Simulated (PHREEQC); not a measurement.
Dissolve 0.0027 mol/kgw H3PO4 and 0.031 mol/kgw CaCl2 at 73 °C. Closed to the air; pH follows from the charge balance.

All values are PHREEQC results (ion-association model, wateq4f.dat), not measurements.

**Question.** The ionic strength comes out as 0.0935 mol/kgw. What activity coefficients do H2PO4-, CaH2PO4+, Cl-, H+, Ca+2 get?

**Answer.** H2PO4- 0.78, CaH2PO4+ 0.78, Cl- 0.75, H+ 0.81, Ca+2 0.36.

Precipitation was switched off in this run. H3PO4, which wateq4f.dat lacks, is added to it with the constant of phreeqc.dat. At this temperature some constants are extrapolated from 25 °C, and those without enthalpy data are left unchanged.
